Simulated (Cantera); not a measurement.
Standard-state values (1 bar) from the NASA 1993 polynomials, evaluated with Cantera. Values are per mole of reaction as written; species without (g) are pure solids or liquids, kept so even where they would boil at 1 bar.

2 Ni3S4 = 6 NiS + S2(g)

| T (K) | ΔH° (kJ) | ΔS° (J/K) | ΔG° (kJ) | log10 K |
|---|---|---|---|---|
| 498 | (withheld) | (withheld) | (withheld) | (withheld) |
| 523 | 198.0 | 160.4 | 114.2 | -11.40 |
| 548 | (withheld) | (withheld) | (withheld) | (withheld) |
| 573 | 196.0 | 156.6 | 106.2 | -9.68 |
| 598 | (withheld) | (withheld) | (withheld) | (withheld) |

Question: Fill in the missing entries.

Answer: 
- 498, ΔH° (kJ): 198.9
- 498, ΔS° (J/K): 162.1
- 498, ΔG° (kJ): 118.2
- 498, log10 K: -12.40
- 548, ΔH° (kJ): 197.1
- 548, ΔS° (J/K): 158.5
- 548, ΔG° (kJ): 110.2
- 548, log10 K: -10.50
- 598, ΔH° (kJ): 194.8
- 598, ΔS° (J/K): 154.6
- 598, ΔG° (kJ): 102.3
- 598, log10 K: -8.94
